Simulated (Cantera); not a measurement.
Feed: 1 mol B, 0.84 mol O2, at 2000 °C and 890 Pa.

Cantera equilibrium calculation (NASA polynomials, part measured and part estimated; ideal gas, pure solids and liquids). Candidate condensed phases: B, B2O3; 10 gas species. The numbers say what is thermodynamically allowed, not how fast it happens.

Base state: B2O3 0.727, BO2 0.149, O2 0.102, O 0.0144, BO 0.00689, B2O2 8.69e-5 (mole fractions); condensed: gas only.

Task: What changes in the equilibrium state with this change: temperature from 2000 °C to 1625 °C?

Result: 
```
species   before    after
-------  -------  -------
B2O3       0.727    0.817
O2         0.102    0.140
BO2        0.149   0.0415
O         0.0144  0.00116
BO       0.00689  9.33e-5
B2O2     8.69e-5  1.58e-6
```

Task: What changes in the equilibrium state with this change: 0.0031 mol H2O added?

Result: 
```tsv
species	before	after
B2O3	0.727	0.719
BO2	0.149	0.148
O2	0.102	0.102
HBO2	0	0.00954
O	0.0144	0.0143
OH	0	0.000251
H	0	9.52e-5
H2O	0	1.94e-5
B2O2	8.69e-5	8.61e-5
```
Further candidate phases: B3O3H3, H2O.
